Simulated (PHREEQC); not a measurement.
Dissolve 0.016 mol/kgw Cu(BF4)2, 0.049 mol/kgw HNO3 and 0.00024 mol/kgw NaCl at 20 °C. Closed to the air; pH follows from the charge balance.

All values are PHREEQC results (ion-association model, wateq4f.dat), not measurements.

No solid was allowed to form.

Q: Predict the pH, ionic strength.

A: pH 1.41; ionic strength 0.0954 mol/kgw.

Q: In which forms is Cl present?

A: Cl- 99 %, CuCl+ 1.3 % of the Cl.

Species that the database lacks are ignored. Real BF4- forms and hydrolyses slowly; the run takes it at equilibrium.
